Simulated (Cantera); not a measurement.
Input: 1 mol Fe2O3, 1.7 mol SO3, 13 mol N2, 2.3 mol O2, at 0.133 bar.

Method: chemical equilibrium by Gibbs-energy minimisation in Cantera with the NASA 1993 tables (ideal gas, pure condensed phases). Candidate condensed phases: Fe, FeO, FeS, FeSO4, FeS2, Fe2O3, Fe2(SO4)3, Fe3O4, S; 19 gas species. Rates play no part.

### Question
Which condensed phases are stable at each of these points (T (°C)): 652, 802, 952, 1102, 1252, 1402, 1552?

### Answer
```tsv
T (°C)	condensed phases	Fe condensed (%)
652	Fe2O3(s)	100.0
802	Fe2O3(s)	100.0
952	Fe2O3(s)	100.0
1102	Fe2O3(s)	100.0
1252	Fe2O3(s)	100.0
1402	Fe3O4(s)	100.0
1552	Fe3O4(s)	100.0
```

From 652 °C to 1252 °C the condensed part is Fe2O3(s). From 1402 °C to 1552 °C the condensed part is Fe3O4(s).
